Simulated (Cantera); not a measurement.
# Equilibrium for silicon nitride deposition: SiCl₄ + NH₃

Input: 1 mol SiCl₄, a varied amount of NH₃, held at 1223 K and 13.3 mbar.

Cantera equilibrium calculation (NASA polynomials, part measured and part estimated; ideal gas, pure solids and liquids). Candidate condensed phases: NH₄Cl, Si, Si₃N₄; 28 gas species. The tables' values for SiCl₃ are old estimates; treat these amounts as uncertain. The numbers say what is thermodynamically allowed, not how fast it happens.

| n(NH₃) (mol) | x H₂ | x HCl | x N₂ | x SiCl₄ | x SiCl₃ | x SiCl₂ | n Si₃N₄(s) |
|---|---|---|---|---|---|---|---|
| 2 | 0.336 | 0.476 | 0.114 | 0.0675 | 0.00396 | 0.00185 | 0.203 |
| 4.6 | 0.483 | 0.347 | 0.161 | 0.00733 | 0.000706 | 0.000542 | 0.302 |
| 7.1 | 0.560 | 0.251 | 0.187 | 0.00135 | 0.000193 | 0.000221 | 0.324 |
| 9.7 | 0.606 | 0.191 | 0.202 | 0.000366 | 7.19e-5 | 0.000112 | 0.329 |
| 12 | 0.632 | 0.157 | 0.211 | 0.000150 | 3.65e-5 | 7.09e-5 | 0.331 |
| 15 | 0.654 | 0.127 | 0.218 | 5.90e-5 | 1.80e-5 | 4.40e-5 | 0.332 |
| 17 | 0.665 | 0.113 | 0.222 | 3.50e-5 | 1.22e-5 | 3.37e-5 | 0.332 |
| 20 | 0.677 | 0.0966 | 0.226 | 1.79e-5 | 7.32e-6 | 2.39e-5 | 0.333 |
| 22 | 0.684 | 0.0881 | 0.228 | 1.21e-5 | 5.44e-6 | 1.96e-5 | 0.333 |
| 25 | 0.692 | 0.0778 | 0.231 | 7.13e-6 | 3.66e-6 | 1.50e-5 | 0.333 |
| 27 | 0.696 | 0.0722 | 0.232 | 5.20e-6 | 2.89e-6 | 1.28e-5 | 0.333 |
| 30 | 0.701 | 0.0652 | 0.234 | 3.38e-6 | 2.09e-6 | 1.03e-5 | 0.333 |
x: gas mole fraction; n: condensed amount in mol.

From 2 mol NH₃ to 30 mol NH₃ the condensed part is Si₃N₄(s). The main Si-bearing gas is SiCl₄ at 2 mol NH₃ and SiCl₂ at 30 mol NH₃.
